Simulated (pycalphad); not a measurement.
An equivalent pycalphad script:

```python
from pycalphad import Database, equilibrium, calculate, variables as v
import numpy as np
db = Database('COST507.tdb')
comps = ['TI', 'AL', 'C', 'VA']
phases = ['AL11TI5', 'AL2TI', 'AL3M_D022', 'AL4C3', 'ALM_D019', 'ALTI', 'BCC_A2', 'FCC_A1', 'GRAPHITE', 'HCP_A3', 'LIQUID']
eq = equilibrium(db, comps, phases, {v.X('AL'): 0.1055, v.X('C'): 0.0132, v.T: np.arange(2850, 499, -50), v.P: 101325, v.N: 1}, output=['HM', 'SM'])
```

Computed with pycalphad from the COST 507 light-alloy database (1999), at 1 atm. No gas phase is included, though pure Al would boil below 2850 K. The data set is of 1999 and partly superseded. The system is extrapolated from its subsystems; higher-order compounds may be missing. Phase fractions are per mole of atoms. Diffusion is slow at the low end, where real alloys seldom reach equilibrium.

Results at three of the temperatures:

```
T = 1550.00 K, P = 101325 Pa, N = 1 mol of atoms
G = -97474 J/mol, H = 28500 J/mol, S = 81.27 J/(mol K)  (SER reference)
chemical potentials (J/mol): Ti -88096, Al -157686, C -242363
phase             fraction      x(Ti)      x(Al)       x(C)
BCC_A2              0.9722     0.8876     0.1085     0.0039
FCC_A1              0.0278     0.6618   2.38e-09     0.3382
```

```
T = 1450.00 K, P = 101325 Pa, N = 1 mol of atoms
G = -89456 J/mol, H = 25198 J/mol, S = 79.07 J/(mol K)  (SER reference)
chemical potentials (J/mol): Ti -79813, Al -151151, C -240160
phase             fraction      x(Ti)      x(Al)       x(C)
BCC_A2              0.9687     0.8885     0.1089     0.0026
FCC_A1              0.0313     0.6582   7.79e-10     0.3418
```

```
T = 1150.00 K, P = 101325 Pa, N = 1 mol of atoms
G = -67214 J/mol, H = 11489 J/mol, S = 68.44 J/(mol K)  (SER reference)
chemical potentials (J/mol): Ti -56448, Al -136193, C -234704
phase             fraction      x(Ti)      x(Al)       x(C)
HCP_A3              0.9627     0.8903     0.1096   0.000125
FCC_A1              0.0373     0.6489   6.94e-12     0.3511
```

Changes of the phase set, refined by bisection:

```
T (K)         phases above          phases below
------  ------------------  --------------------
1968.8              liquid          bcc + liquid
1960.7        bcc + liquid    bcc + fcc + liquid
1959.7  bcc + fcc + liquid             bcc + fcc
1294.8           bcc + fcc       bcc + fcc + hcp
1271.7     bcc + fcc + hcp             fcc + hcp
761.3            fcc + hcp  ALM_D019 + fcc + hcp
```

Database names, with the compositions (at.%) that they take in these runs: ALM_D019: Ti 77-79 Al 21-23. FCC_A1 is fcc; BCC_A2 is bcc; HCP_A3 is hcp. The fcc model also describes the rock-salt carbide or nitride (TiC, TiN, HfC).
